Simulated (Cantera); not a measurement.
Input (Python, Cantera):

```python
import numpy as np
import cantera as ct

gas = ct.Solution("h2o2.yaml")
gas.TPX = 1300, 1333, {'H2': 0.081, 'O2': 1}
reactor = ct.IdealGasConstPressureReactor(gas, energy="off", clone=False)
net = ct.ReactorNet([reactor])
net.rtol, net.atol = 1e-08, 1e-18
show = ['H2', 'O2', 'OH', 'H2O2', 'H']
times = np.geomspace(3e-06, 200, 10)

steps = ct.SolutionArray(gas, extra=["t"])
rows = []
print(f"{'t/s':>10s}{'T/K':>9s}{'P/Pa':>11s}" + "".join(f"{s:>11s}" for s in show))
for t in times:
    while net.time < t:
        t_next = net.step()
        steps.append(gas.state, t=t_next)
    rows.append([np.interp(t, steps.t, y) for y in (steps.T, steps.P, *steps(*show).X.T)])
    print(f"{t:10.3e}{rows[-1][0]:9.1f}{rows[-1][1]:11.4g}" + "".join(f"{x:11.3e}" for x in rows[-1][2:]))
rate = np.gradient(steps.T, steps.t)
print("integrator steps:", len(steps.t))
if steps.T.max() > steps.T[0] + 200:
    print(f"time of steepest temperature rise: {steps.t[rate.argmax()]:.4e} s")
gas.TPX = 1300, 1333, {'H2': 0.081, 'O2': 1}
gas.equilibrate("TP")
print(f"equilibrium (TP): T = {gas.T:.1f} K  " + "  ".join(f"{s} {gas[s].X[0]:.3e}" for s in show))
```

It prints:

```
       t/s      T/K       P/Pa         H2         O2         OH       H2O2          H
 3.000e-06   1300.0       1333  7.493e-02  9.251e-01  5.247e-11  2.241e-14  1.041e-09
 2.220e-05   1300.0       1333  7.493e-02  9.251e-01  2.181e-09  1.225e-12  6.205e-09
 1.643e-04   1300.0       1333  7.493e-02  9.251e-01  7.708e-08  6.626e-11  6.929e-08
 1.216e-03   1300.0       1333  3.804e-02  8.985e-01  8.892e-03  1.973e-07  1.024e-02
 9.004e-03   1300.0       1333  1.506e-03  8.764e-01  6.010e-03  1.071e-07  1.028e-02
 6.664e-02   1300.0       1333  4.758e-04  9.086e-01  3.431e-03  9.317e-08  1.651e-03
 4.932e-01   1300.0       1333  1.952e-05  9.214e-01  7.010e-04  2.494e-08  1.333e-05
 3.651e+00   1300.0       1333  7.796e-07  9.221e-01  1.408e-04  3.171e-09  1.073e-07
 2.702e+01   1300.0       1333  8.150e-08  9.221e-01  4.562e-05  5.694e-10  3.654e-09
 2.000e+02   1300.0       1333  6.133e-08  9.221e-01  3.958e-05  4.732e-10  2.389e-09
integrator steps: 2005
equilibrium (TP): T = 1300.0 K  H2 6.133e-08  O2 9.221e-01  OH 3.958e-05  H2O2 4.732e-10  H 2.389e-09
```

Computed with Cantera and the H2/O2 subset of GRI-Mech 3.0, which has no nitrogen chemistry. Radical loss at walls, strong at low pressure, is not modelled. The temperature is held fixed by assumption; the heat of reaction is taken as removed at once.
